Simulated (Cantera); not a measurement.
A Cantera script and what it prints.

```python
import numpy as np
import cantera as ct

gas_names = """
    H H2 N NH NH2 NH3 N2 N2H2 N2H4 Si SiH SiH2 SiH3 SiH4 SiN Si2 Si2N Si3
""".split()
cond_names = """
    Si(cr) Si(L) Si3N4(a)
""".split()


def load(file, names, dense=False):
    # The tables refer to 1 bar. Condensed volumes are neglected.
    table = {s.name: s for s in ct.Species.list_from_file(file)}
    out = []
    for n in names:
        d = dict(table[n].input_data)
        d["thermo"] = dict(d["thermo"], **{"reference-pressure": 1e5})
        if dense:
            d["equation-of-state"] = {"model": "constant-volume", "density": "1e6 g/cm^3"}
        out.append(ct.Species.from_dict(d))
    return out


gas = ct.Solution(thermo="ideal-gas", species=load("nasa_gas.yaml", gas_names))
cond = {s.name: ct.Solution(thermo="fixed-stoichiometry", species=[s], name=s.name)
        for s in load("nasa_condensed.yaml", cond_names, dense=True)}
atoms = {
    'trisilylamine': {'Si': 3, 'N': 1, 'H': 9},
    'NH3': {'N': 1, 'H': 3},
}
top_T = {'Si3N4(a)': 2400}  # K; cautious upper limits of use, not melting points


def equilibrate(T, P, feed):
    n = {}
    for name, mol in feed.items():
        for a, k in atoms[name].items():
            n[a] = n.get(a, 0.0) + k * mol
    gas.TPX = T, P, n
    mass = sum(n.values()) * gas.mean_molecular_weight
    gas.equilibrate("TP")
    valid = [c for c in cond.values() if c.min_temp <= T <= top_T.get(c.name, c.max_temp)]
    mix = ct.Mixture([(gas, mass / gas.mean_molecular_weight)] + [(c, 0.0) for c in valid])
    mix.T, mix.P = T, P
    mix.equilibrate("TP", solver="vcs", rtol=1e-11, max_steps=5000)
    return mix


results = []
feed = {'trisilylamine': 1, 'NH3': 0.38}  # mol
P = 13332.2  # Pa
for T in [723, 923, 1123, 1323, 1523, 1723, 1923, 2123]:
    mix = equilibrate(T, P, feed)
    results.append((T, P, feed, dict(zip(mix.species_names, mix.species_moles))))

top = {s: max(r[3][s] / sum(r[3][g] for g in gas_names) for r in results) for s in gas_names}
cols = sorted((s for s in top if top[s] > 0.0001), key=lambda s: -top[s])[:5]
seen = [c for c in cond_names if any(r[3].get(c, 0) > 1e-12 for r in results)]
print("log10 of partial pressures in bar; condensed amounts in mol")
print(f"{'T/K':>10s}" + "".join(f"{s[:9]:>10s}" for s in cols + seen))
for T, P, feed, n in results:
    ng = sum(n[g] for g in gas_names)
    print(f"{T:10.4g}" + "".join(f"{np.log10(max(n[s] / ng * P / 1e5, 1e-99)):10.3f}" for s in cols)
          + "".join(f"{n.get(c, 0):10.4g}" for c in seen))
```

Result:

```
log10 of partial pressures in bar; condensed amounts in mol
       T/K        H2        N2         H        Si       SiH    Si(cr)     Si(L)  Si3N4(a)
       723    -0.875   -18.268   -13.511   -24.728   -21.803     1.965         0     0.345
       923    -0.875   -12.414   -10.049   -17.703   -15.966     1.965         0     0.345
      1123    -0.875    -8.655    -7.808   -13.191   -12.224     1.965         0     0.345
      1323    -0.875    -6.044    -6.237   -10.052    -9.624     1.965         0     0.345
      1523    -0.875    -4.131    -5.074    -7.744    -7.716     1.969         0    0.3436
      1723    -0.883    -2.626    -4.181    -6.007    -6.291         0     2.102    0.2992
      1923    -0.932    -1.797    -3.492    -4.770    -5.323         0     2.999         0
      2123    -0.936    -1.799    -2.913    -3.770    -4.524         0     2.989         0
```

Method: chemical equilibrium by Gibbs-energy minimisation in Cantera with the NASA 1993 tables (ideal gas, pure condensed phases). The feed counts by its element totals alone. Mutual solubility and eutectic melting of coexisting phases are not modelled. The tables' values for SiN are old estimates; treat these amounts as uncertain. Gases not in the tables: Si2H6 and higher silanes.
